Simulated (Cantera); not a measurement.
## Equilibrium for fluorocarbon and chlorocarbon gases: CH₂F₂ + CH₄

Charge: 1 mol CH₂F₂, 0.031 mol CH₄, held at 7.50 Torr.

Equilibrium computed with Cantera from the NASA thermochemical tables; the gas is ideal and each condensed phase is pure. Candidate condensed phases: C, C₆H₆, C₇H₈, C₈H₁₈; 95 gas species. The numbers say what is thermodynamically allowed, not how fast it happens.

From 2175 K to 3075 K the condensed part is C(graphite). At 3225 K nothing is condensed. The main C-bearing gas is C₂H₂ (acetylene) at 2175 K and C₃ at 3225 K. The share of C in condensed phases is highest at 2175 K (100.0 %) and lowest at 3225 K (0.0 %).

```csv
T (K),x HF,x H,x F,x C₃,x H₂,x C,x CF,x C₂,n C(graphite)
2175,0.966,0.00788,0.000231,1.45e-7,0.0261,9.74e-8,2.36e-6,1.26e-8,1.03
2325,0.961,0.0163,0.000912,2.64e-6,0.0220,1.25e-6,1.66e-5,2.36e-7,1.03
2475,0.951,0.0290,0.00325,3.36e-5,0.0166,1.18e-5,9.81e-5,3.08e-6,1.03
2625,0.931,0.0457,0.0105,0.000316,0.0116,8.54e-5,0.000492,2.98e-5,1.03
2775,0.888,0.0696,0.0285,0.00231,0.00865,0.000500,0.00198,0.000225,1.01
2925,0.798,0.107,0.0625,0.0137,0.00734,0.00244,0.00616,0.00137,0.901
3075,0.622,0.156,0.110,0.0680,0.00625,0.0102,0.0148,0.00701,0.341
3225,0.458,0.219,0.171,0.0834,0.00530,0.0245,0.0202,0.0134,0
```
x: gas mole fraction; n: condensed amount in mol.
